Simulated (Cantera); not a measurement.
Feed: 1 mol Ta(OEt)5, 0.027 mol H2O, held at 2527 °C and 0.250 Pa.

Equilibrium computed with Cantera from the NASA thermochemical tables; the gas is ideal and each condensed phase is pure. Candidate condensed phases: C, C6H6, C7H8, C8H18, H2O, Ta, TaC, Ta2O5; 113 gas species. The feed counts by its element totals alone. TaC: taken at fixed stoichiometry. Condensed phases not in the tables: Ta2C. The numbers say what is thermodynamically allowed, not how fast it happens.

Base state: H 0.736, CO 0.148, C 0.111, C2 0.00219, Ta 0.00133, C3 0.000943, H2 0.000203 (mole fractions); condensed: TaC(s).

Task: What changes in the equilibrium state with this change: pressure from 0.250 Pa to 10000 Pa?

Result: 
```
species              before     after
-----------------  --------  --------
H2                 0.000203     0.533
CO                    0.148     0.259
H                     0.736     0.189
C2H2 (acetylene)    1.20e-8    0.0178
C                     0.111   6.59e-5
Ta                  0.00133   1.40e-9
C4H2                  <1e-9  0.000247
C2H2 (vinylidene)     <1e-9   3.41e-5
CH3                   <1e-9   1.65e-5
CH2                   <1e-9   1.31e-5
C2H                 5.50e-6  0.000795
TaC(s), mol           0.955      1.00
C(graphite), mol          0      3.21
```

Task: What changes in the equilibrium state with this change: pressure from 0.250 Pa to 1000 Pa?

Result: 
```json
[
 {"species": "H", "before": "0.736", "after": "0.455"},
 {"species": "H2", "before": "0.000203", "after": "0.309"},
 {"species": "CO", "before": "0.148", "after": "0.220"},
 {"species": "C", "before": "0.111", "after": "0.000659"},
 {"species": "C2H2 (acetylene)", "before": "1.20e-8", "after": "0.0103"},
 {"species": "Ta", "before": "0.00133", "after": "1.40e-8"},
 {"species": "C4H2", "before": "<1e-9", "after": "0.000143"},
 {"species": "C2H2 (vinylidene)", "before": "<1e-9", "after": "1.98e-5"},
 {"species": "C5", "before": "1.60e-8", "after": "3.02e-5"},
 {"species": "C2H", "before": "5.50e-6", "after": "0.00191"},
 {"species": "TaC(s), mol", "before": "0.955", "after": "1.00"},
 {"species": "C(graphite), mol", "before": "0", "after": "3.15"}
]
```

Task: What changes in the equilibrium state with this change: H2O from 0.027 to 1.5 mol?

Result: 
| species | before | after |
|---|---|---|
| H | 0.736 | 0.754 |
| CO | 0.148 | 0.175 |
| C | 0.111 | 0.0673 |
| Ta | 0.00133 | 0.00220 |
| C3 | 0.000943 | 0.000210 |
| C2 | 0.00219 | 0.000805 |
| H2 | 0.000203 | 0.000212 |
| TaC(s), mol | 0.955 | 0.918 |
